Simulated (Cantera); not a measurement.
An isothermal, constant-pressure homogeneous reactor starts with 18.5 % CH4, 81.5 % H2O, at 1275 K and 0.730 bar.

Model: GRI-Mech 3.0 (53 species, 325 reactions), integrated in Cantera.

Question: Predict: x(CH4) at 10.0 s; x(H2O) at 10.0 s; x(CH3) at 10.0 s; x(CH2CO) at 10.0 s.

Answer: 
| Quantity | Value |
|---|---|
| x(CH4) at 10.0 s | 0.171 (gas-phase equilibrium 1.11e-6) |
| x(H2O) at 10.0 s | 0.805 (gas-phase equilibrium 0.412) |
| x(CH3) at 10.0 s | 6.77e-6 (gas-phase equilibrium 2.79e-11) |
| x(CH2CO) at 10.0 s | 4.43e-6 (gas-phase equilibrium <1e-12) |
